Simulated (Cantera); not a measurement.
An adiabatic, constant-volume homogeneous reactor starts with 18.1 % CH4, 17.2 % O2, 64.7 % N2, equivalence ratio 2.1, at 1150 K and 1.00 bar.

Computed with Cantera and GRI-Mech 3.0 (53 species, 325 reactions).

x: mole fraction; the columns are a selection and need not sum to one.

```
t (s)     T (K)  P (bar)     x CH4     x O2       x O      x NO    x HO2     x CH3
--------  -----  -------  --------  -------  --------  --------  -------  --------
1.00e-5    1150     1.00     0.181    0.172    <1e-12    <1e-12  5.30e-9         ?
2.61e-5    1150     1.00     0.181    0.172  1.43e-12    <1e-12  1.38e-8         ?
6.81e-5    1150     1.00     0.181    0.172  3.14e-12    <1e-12  3.54e-8         ?
0.000178   1150    1.000     0.181    0.172  8.10e-12    <1e-12  8.86e-8         ?
0.000464   1150    1.000     0.181    0.172  2.52e-11    <1e-12  2.07e-7         ?
0.00121    1150    1.000     0.181    0.172  1.00e-10    <1e-12  3.89e-7         ?
0.00316    1150     1.00     0.181    0.172  3.11e-10    <1e-12  3.98e-7         ?
0.00825    1150     1.00     0.181    0.172  4.09e-10    <1e-12  4.69e-7         ?
0.0215     1151     1.00     0.181    0.172  5.72e-10    <1e-12  8.13e-7         ?
0.0562     1154     1.00     0.180    0.172   1.33e-9    <1e-12  2.13e-6         ?
0.147      2469     2.56  1.54e-10  4.71e-6   1.69e-5  0.000101  5.96e-9  9.03e-11
0.383      2469     2.56  1.53e-10  4.71e-6   1.69e-5   8.58e-5  5.97e-9  8.98e-11
1.00       2469     2.56  1.53e-10  4.71e-6   1.69e-5   8.58e-5  5.97e-9  8.98e-11
```

Fill in the missing entries.


- 1.00e-5, x CH3: 5.44e-9
- 2.61e-5, x CH3: 1.43e-8
- 6.81e-5, x CH3: 3.82e-8
- 0.000178, x CH3: 1.06e-7
- 0.000464, x CH3: 3.28e-7
- 0.00121, x CH3: 1.25e-6
- 0.00316, x CH3: 3.87e-6
- 0.00825, x CH3: 4.95e-6
- 0.0215, x CH3: 6.07e-6
- 0.0562, x CH3: 9.64e-6
